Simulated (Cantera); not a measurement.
Input: 1 mol Si2H6, 2.4 mol HCl, 120 mol N2, held at 700 °C and 0.00260 bar.

Equilibrium computed with Cantera from the NASA thermochemical tables; the gas is ideal and each condensed phase is pure. Candidate condensed phases: NH4Cl, Si, Si3N4; 28 gas species. The feed counts by its element totals alone. N2 is the only nitrogen source here; it is nearly inert below about 1500 K, so the nitride shown seldom forms there in practice. The numbers say what is thermodynamically allowed, not how fast it happens.

**Question.** What is the equilibrium state?

**Answer.** 
| Property | Result |
|---|---|
| x(N2) | 0.956 |
| x(H2) | 0.0242 |
| x(HCl) | 0.0193 |
| x(SiCl4) | 1.13e-5 |
| n(Si3N4(s)) | 0.666 mol |
| gas amount | 124.1 mol |
| log10 activity of Si(s) (absent) | -5.82 |
